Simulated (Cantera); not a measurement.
Charge: 1 mol Fe₃O₄, a varied amount of C, 0.24 mol N₂, held at 1750 K and 1730 Torr.

Method: chemical equilibrium by Gibbs-energy minimisation in Cantera with the NASA 1993 tables (ideal gas, pure condensed phases). Candidate condensed phases: C, Fe, Fe(CO)₅, FeO, Fe₂O₃, Fe₃O₄; 27 gas species. Mutual solubility and eutectic melting of coexisting phases are not modelled. The tables' stoichiometric FeO is somewhat more stable than real wüstite, so its field is too wide. FeO: taken at fixed stoichiometry. Equilibrium is a limit: real reactors are often held back by kinetics, nucleation or transport.

### Question
Which condensed phases are stable at each of these points (n(C) (mol)): 0.31, 0.42, 0.57, 0.76, 1, 1.4, 1.9, 2.5?

### Answer
```csv
n(C) (mol),condensed phases,Fe condensed (%)
0.31,FeO(l) + Fe₃O₄(s),100.0
0.42,FeO(l) + Fe₃O₄(s),100.0
0.57,FeO(l),100.0
0.76,FeO(l),100.0
1,Fe(δ) + FeO(l),100.0
1.4,Fe(δ) + FeO(l),100.0
1.9,Fe(δ) + FeO(l),100.0
2.5,Fe(δ) + FeO(l),100.0
```

From 0.31 mol C to 0.42 mol C the condensed part is FeO(l) + Fe₃O₄(s). From 0.57 mol C to 0.76 mol C the condensed part is FeO(l). From 1 mol C to 2.5 mol C the condensed part is Fe(δ) + FeO(l).
